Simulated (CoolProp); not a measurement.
Aqueous lithium chloride as a coolant, 12 % by mass, freezing at -16.1 °C, 1 atm.

Computed with CoolProp (Melinder's fits for secondary coolants).

| T (°C) | conductivity (W/(m K)) | viscosity (mPa s) | Prandtl number | density (kg/m³) |
|---|---|---|---|---|
| -6 | 0.530 | 3.17 | 21.0 | 1072 |
| -1 | 0.538 | 2.68 | 17.5 | 1072 |
| 4 | 0.545 | 2.29 | 14.9 | (withheld) |
| 8.9 | 0.553 | (withheld) | 12.8 | 1070 |
| 13.9 | 0.560 | 1.76 | (withheld) | 1069 |
| 18.9 | 0.567 | 1.56 | 9.83 | 1068 |
| 23.8 | (withheld) | 1.40 | 8.73 | 1066 |
| 28.8 | 0.582 | 1.26 | 7.78 | (withheld) |
| 33.7 | (withheld) | 1.14 | 6.97 | 1063 |

**Question.** Complete the blanks.

**Answer.** 
- 4, density (kg/m³): 1071
- 8.9, viscosity (mPa s): 2.00
- 13.9, Prandtl number: 11.2
- 23.8, conductivity (W/(m K)): 0.575
- 28.8, density (kg/m³): 1065
- 33.7, conductivity (W/(m K)): 0.589
